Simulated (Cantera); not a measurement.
An adiabatic, constant-pressure homogeneous reactor starts with CH4 : C2H6 : O2 : N2 = 1 : 0.2 : 2.45 : 12.8 (molar parts), at 1623 K and 2.60 bar.

Computed with Cantera and GRI-Mech 3.0 (53 species, 325 reactions).

One state of this run: T (K) = 2757; x CH4 = <1e-12; x C2H6 = <1e-12; x O2 = 0.00834; x HCN = 1.43e-9; x C2H = <1e-12; x OH = 0.0119; x H2O = 0.127. x: mole fraction; the columns are a selection and need not sum to one.

### Question
Which value of t (s) does it belong to?
A) 0.000156
B) 0.000427
C) 0.00321
D) 5.67e-5

### Answer
B, 0.000427
